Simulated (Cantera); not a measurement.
# Si + Cl2 + H2 (chlorosilane synthesis and conversion)

A closed system holds: 1 mol Si, a varied amount of Cl2, 2.2 mol H2, equilibrated at 725 °C and 1.20 bar.

Cantera equilibrium calculation (NASA polynomials, part measured and part estimated; ideal gas, pure solids and liquids). Candidate condensed phases: Si; 19 gas species. The tables' values for SiCl3 are old estimates; treat these amounts as uncertain. Equilibrium is a limit: real reactors are often held back by kinetics, nucleation or transport.

From 0.5 mol Cl2 to 1.7 mol Cl2 the condensed part is Si(s). From 2.1 mol Cl2 to 2.7 mol Cl2 nothing is condensed. The main Si-bearing gas is SiCl4 throughout.

| n(Cl2) (mol) | x H2 | x HCl | x SiCl4 | x SiHCl3 | x SiH2Cl2 | x SiCl3 | x SiCl2 | n Si(s) |
|---|---|---|---|---|---|---|---|---|
| 0.5 | 0.877 | 0.00964 | 0.0668 | 0.0422 | 0.00287 | 0.000699 | 0.000179 | 0.726 |
| 0.64 | 0.850 | 0.0101 | 0.0859 | 0.0502 | 0.00315 | 0.000844 | 0.000203 | 0.650 |
| 0.81 | 0.818 | 0.0105 | 0.108 | 0.0586 | 0.00341 | 0.00100 | 0.000228 | 0.559 |
| 1 | 0.785 | 0.0108 | 0.132 | 0.0667 | 0.00362 | 0.00117 | 0.000252 | 0.457 |
| 1.3 | 0.738 | 0.0111 | 0.168 | 0.0774 | 0.00383 | 0.00140 | 0.000284 | 0.297 |
| 1.7 | 0.682 | 0.0113 | 0.212 | 0.0885 | 0.00398 | 0.00166 | 0.000319 | 0.0846 |
| 2.1 | 0.620 | 0.0771 | 0.287 | 0.0160 | 9.60e-5 | 0.000315 | 8.48e-6 | 0 |
| 2.7 | 0.383 | 0.361 | 0.254 | 0.00187 | 1.48e-6 | 4.70e-5 | 2.12e-7 | 0 |
x: gas mole fraction; n: condensed amount in mol.
